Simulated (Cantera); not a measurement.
A perfectly stirred reactor is fed with 2.91 % CH₄, 0.466 % C₂H₆, 0.699 % C₃H₈, 19.9 % O₂, 74.8 % N₂, 1.16 % H₂O, equivalence ratio 0.55, at 56000 Pa; it is adiabatic with a 773 K inlet, and is followed from long to short residence time, starting on the burning branch (τ in s: 0.043, 0.019, 0.0084, 0.0037, 0.0017, 0.00074, 0.00033, 0.00015, 6.4e-05, 2.9e-05, 1.3e-05, 5.6e-06).

Computed with Cantera and GRI-Mech 3.0 (53 species, 325 reactions). GRI-Mech 3.0 was tuned for natural gas; its chemistry of propane as a main component is partial and can be far from experiment.

x: mole fraction; the columns are a selection and need not sum to one.

```
τ (s)    T (K)     x CH₄   x C₂H₆   x C₃H₈  x CH₂CO       x HCN
-------  -----  --------  -------  -------  -------  ----------
0.043     1929   6.07e-6  2.13e-7  3.16e-7  9.33e-7  (withheld)
0.019     1915   1.03e-5  3.84e-7  5.68e-7  1.63e-6  (withheld)
0.0084    1894   1.76e-5  6.85e-7  9.98e-7  2.70e-6  (withheld)
0.0037    1864   3.10e-5  1.24e-6  1.76e-6  4.34e-6  (withheld)
0.0017    1825   5.56e-5  2.24e-6  3.11e-6  6.72e-6  (withheld)
0.00074   1774  0.000112  4.51e-6  6.10e-6  1.11e-5  (withheld)
0.00033   1711  0.000252  1.00e-5  1.34e-5  1.99e-5  (withheld)
0.00015   1629  0.000733  2.91e-5  3.85e-5  4.73e-5  (withheld)
6.4e-5     773    0.0291  0.00466  0.00699   <1e-12      <1e-12
2.9e-5     773    0.0291  0.00466  0.00699   <1e-12      <1e-12
1.3e-5     773    0.0291  0.00466  0.00699   <1e-12      <1e-12
5.6e-6     773    0.0291  0.00466  0.00699   <1e-12      <1e-12
```

Problem. What belongs in the gaps?

Solution. 
- 0.043, x HCN: 9.56e-9
- 0.019, x HCN: 1.05e-8
- 0.0084, x HCN: 1.29e-8
- 0.0037, x HCN: 1.81e-8
- 0.0017, x HCN: 2.73e-8
- 0.00074, x HCN: 4.50e-8
- 0.00033, x HCN: 7.77e-8
- 0.00015, x HCN: 1.52e-7
